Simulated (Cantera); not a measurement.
A freely propagating, adiabatic, planar premixed flame of H₂ : O₂ : N₂ = 1 : 0.417 : 1.57 (molar parts), equivalence ratio 1.2, unburnt at 600 K and 3080 Torr; mixture-averaged transport, grid criteria slope 0.08 and curve 0.16, no radiation.

Detailed kinetics in Cantera: the H2/O2 subset of GRI-Mech 3.0, which has no nitrogen chemistry. The hydrogen kinetics of GRI-Mech 3.0 are dated; newer H2 mechanisms differ, most at raised pressure. Burning velocities carry a grid error of a few per cent, more on coarse grids.

**Question.** Predict: laminar burning velocity; thermal thickness; peak x(H₂O₂); peak x(OH); peak x(O).

**Answer.** laminar burning velocity: 843 cm/s
thermal thickness: 0.0747 mm
peak x(H₂O₂): 5.36e-5
peak x(OH): 0.0166
peak x(O): 0.00812
